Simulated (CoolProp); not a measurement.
Vapour-liquid equilibrium of R141b (1) + n-pentane (2) at 0.12 MPa; x and y are mole fractions of (1).

Model: multi-fluid Helmholtz-energy mixture model, Lemmon 2006 and Thol 2019; pair parameters Bell 2016, in CoolProp.

| x | bubble temperature (°C) | y at the bubble point | dew temperature at overall composition x (°C) | liquid density (mol/L) |
|---|---|---|---|---|
| 0.05 | 40.0 | 0.081 | 40.4 | 8.468 |
| 0.2 | 37.7 | 0.266 | 38.5 | 8.727 |
| 0.35 | 36.5 | 0.405 | 36.9 | 8.995 |
| 0.5 | 35.8 | 0.526 | 35.9 | 9.278 |
| 0.65 | 35.7 | 0.648 | 35.7 | 9.578 |
| 0.8 | 35.9 | 0.782 | 36.0 | 9.897 |
| 0.95 | 36.6 | 0.940 | 36.7 | 10.23 |

y crosses x between x = 0.5 and 0.65: the model has an azeotrope there.

Pair parameters are fitted to limited data, so mixtures are less certain than the pure fluids.
